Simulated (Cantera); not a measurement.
**Thermodynamics of boron, boron nitride and boron oxide, feed B2O3 + NH3 + H2**

A closed system holds: 1 mol B2O3, 1.2 mol NH3, 1.4 mol H2, held at 0.000660 bar.

Equilibrium computed with Cantera from the NASA thermochemical tables; the gas is ideal and each condensed phase is pure. Candidate condensed phases: B, BN, B2O3, B3O3H3, H2O; 39 gas species. Kinetics and transport are ignored.

From 1673 K to 2323 K nothing is condensed. The main B-bearing gas is B2O3 at 1673 K and BO at 2323 K.

| T (K) | x H2 | x H | x B2O3 | x BO | x N2 | x HBO2 | x HBO | x H2O | x BO2 | x B2O2 |
|---|---|---|---|---|---|---|---|---|---|---|
| 1673 | 0.612 | 0.00347 | 0.145 | 0.00434 | 0.125 | 0.0606 | 0.0371 | 0.00143 | 2.02e-5 | 0.0110 |
| 1723 | 0.607 | 0.00553 | 0.141 | 0.00687 | 0.124 | 0.0638 | 0.0388 | 0.00182 | 3.88e-5 | 0.0109 |
| 1773 | 0.600 | 0.00858 | 0.137 | 0.0105 | 0.124 | 0.0671 | 0.0400 | 0.00230 | 7.23e-5 | 0.0107 |
| 1823 | 0.592 | 0.0130 | 0.132 | 0.0155 | 0.123 | 0.0706 | 0.0407 | 0.00291 | 0.000131 | 0.0102 |
| 1873 | 0.582 | 0.0192 | 0.126 | 0.0221 | 0.122 | 0.0741 | 0.0407 | 0.00368 | 0.000230 | 0.00949 |
| 1923 | 0.570 | 0.0277 | 0.119 | 0.0304 | 0.121 | 0.0778 | 0.0400 | 0.00467 | 0.000394 | 0.00861 |
| 1973 | 0.554 | 0.0391 | 0.112 | 0.0404 | 0.120 | 0.0814 | 0.0385 | 0.00593 | 0.000659 | 0.00758 |
| 2023 | 0.536 | 0.0541 | 0.104 | 0.0520 | 0.118 | 0.0849 | 0.0363 | 0.00754 | 0.00108 | 0.00647 |
| 2073 | 0.513 | 0.0733 | 0.0944 | 0.0649 | 0.116 | 0.0879 | 0.0335 | 0.00955 | 0.00172 | 0.00535 |
| 2123 | 0.486 | 0.0974 | 0.0846 | 0.0786 | 0.114 | 0.0900 | 0.0302 | 0.0120 | 0.00269 | 0.00431 |
| 2173 | 0.455 | 0.127 | 0.0745 | 0.0926 | 0.111 | 0.0909 | 0.0267 | 0.0149 | 0.00408 | 0.00338 |
| 2223 | 0.419 | 0.161 | 0.0642 | 0.106 | 0.108 | 0.0900 | 0.0232 | 0.0181 | 0.00603 | 0.00259 |
| 2273 | 0.379 | 0.201 | 0.0541 | 0.120 | 0.104 | 0.0870 | 0.0197 | 0.0214 | 0.00863 | 0.00195 |
| 2323 | 0.337 | 0.246 | 0.0445 | 0.132 | 0.100 | 0.0817 | 0.0164 | 0.0244 | 0.0119 | 0.00144 |
x: gas mole fraction; nothing condenses.
